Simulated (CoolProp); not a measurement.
Properties of R236EA along the isobar 60 bar.

Model: reference Helmholtz-energy equation of state, Rui 2013, in CoolProp.

```json
[
 {"T (K)": "291.5", "phase": "liquid", "Z": "0.2564", "expansivity (1/kK)": "1.964"},
 {"T (K)": "301.5", "phase": "liquid", "Z": "0.2530", "expansivity (1/kK)": "2.059"},
 {"T (K)": "311.6", "phase": "liquid", "Z": "0.2501", "expansivity (1/kK)": "2.171"},
 {"T (K)": "321.6", "phase": "liquid", "Z": "0.2478", "expansivity (1/kK)": "2.301"},
 {"T (K)": "331.6", "phase": "liquid", "Z": "0.2461", "expansivity (1/kK)": "2.455"},
 {"T (K)": "341.7", "phase": "liquid", "Z": "0.2450", "expansivity (1/kK)": "2.641"},
 {"T (K)": "351.7", "phase": "liquid", "Z": "0.2447", "expansivity (1/kK)": "2.866"},
 {"T (K)": "361.8", "phase": "liquid", "Z": "0.2452", "expansivity (1/kK)": "3.150"},
 {"T (K)": "371.8", "phase": "liquid", "Z": "0.2466", "expansivity (1/kK)": "3.513"},
 {"T (K)": "381.9", "phase": "liquid", "Z": "0.2494", "expansivity (1/kK)": "4.003"},
 {"T (K)": "391.9", "phase": "liquid", "Z": "0.2537", "expansivity (1/kK)": "4.680"},
 {"T (K)": "402", "phase": "liquid", "Z": "0.2606", "expansivity (1/kK)": "5.683"},
 {"T (K)": "412", "phase": "liquid", "Z": "0.2710", "expansivity (1/kK)": "7.224"}
]
```
